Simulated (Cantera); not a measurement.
# Adiabatic ignition

An adiabatic, constant-pressure homogeneous reactor starts with CH4 : O2 : N2 = 1 : 2.17 : 21.7 (molar parts), equivalence ratio 0.92, at 1100 K and 500000 Pa.

Detailed kinetics in Cantera: GRI-Mech 3.0 (53 species, 325 reactions).

```
t (s)     T (K)   x CH4     x O2      x H2    x CH2O      x NO     x H2O
--------  -----  ------  -------  --------  --------  --------  --------
4.00e-6    1100  0.0402   0.0873    <1e-12    <1e-12    <1e-12  1.22e-12
8.95e-6    1100  0.0402   0.0873  1.18e-12  4.77e-12    <1e-12  5.69e-12
2.00e-5    1100  0.0402   0.0873  3.43e-12  2.41e-11    <1e-12  2.74e-11
4.47e-5    1100  0.0402   0.0873  1.14e-11  1.21e-10    <1e-12  1.37e-10
0.000100   1100  0.0402   0.0873  4.55e-11  6.21e-10    <1e-12  7.18e-10
0.000224   1100  0.0402   0.0873  2.14e-10   3.27e-9    <1e-12   4.01e-9
0.000500   1100  0.0402   0.0873   1.22e-9   1.86e-8    <1e-12   2.44e-8
0.00112    1100  0.0402   0.0873   8.74e-9   1.22e-7    <1e-12   1.64e-7
0.00250    1100  0.0402   0.0873   7.21e-8   8.70e-7    <1e-12   1.13e-6
0.00560    1100  0.0402   0.0872   3.94e-7   4.27e-6    <1e-12   5.42e-6
0.0125     1100  0.0402   0.0872   1.53e-6   1.40e-5    <1e-12   1.86e-5
0.0280     1100  0.0401   0.0872   6.94e-6   4.57e-5    <1e-12   6.87e-5
0.0626     1103  0.0397   0.0869   6.51e-5  0.000221    <1e-12  0.000457
0.140      1972  <1e-12  0.00685  0.000101    <1e-12   4.12e-5    0.0801
0.313      1972  <1e-12  0.00681  0.000101    <1e-12  0.000137    0.0801
0.700      1971  <1e-12  0.00671  0.000102    <1e-12  0.000328    0.0801
```
x: mole fraction; the columns are a selection and need not sum to one.

```yaml
time_of_steepest_temperature_rise: 93.8 ms
temperature at 0.700 s: 1971 K
equilibrium_temperature: 1969 K
x(CH4) at 0.700 s: <1e-12 (gas-phase equilibrium <1e-12)
x(O2) at 0.700 s: 0.00671 (gas-phase equilibrium 0.00624)
x(H2) at 0.700 s: 0.000102 (gas-phase equilibrium 0.000104)
```
